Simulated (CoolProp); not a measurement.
Normal hydrogen along the isotherm -245.45 °C: density (kg/m³) from the reference equation and from simpler models built on Tc = -240.0 °C, pc = 1.296 MPa, ω = -0.219; each cubic takes its own stable root.

The numbers come from the reference Helmholtz-energy equation of state, Leachman 2009 in CoolProp.

| p (MPa) | phase | reference | van der Waals | Peng-Robinson |
|---|---|---|---|---|
| 0.249 | gas | 2.444 | 2.409 | 2.468 |
| 0.499 | gas | 5.835 | 5.584 | 5.920 |
| 0.748 | liquid | 60.71 | 47.31 | 68.84 |
| 0.997 | liquid | 61.54 | 48.29 | 70.22 |
| 1.25 | liquid | 62.29 | 49.13 | 71.45 |
| 1.5 | liquid | 62.96 | 49.86 | 72.53 |
| 1.75 | liquid | 63.58 | 50.51 | 73.52 |
| 1.99 | liquid | 64.14 | 51.07 | 74.38 |
| 2.24 | liquid | 64.68 | 51.60 | 75.22 |
| 2.49 | liquid | 65.19 | 52.09 | 76.00 |
| 2.74 | liquid | 65.67 | 52.55 | 76.72 |
| 2.99 | liquid | 66.13 | 52.97 | 77.41 |
| 3.24 | liquid | 66.57 | 53.37 | 78.05 |
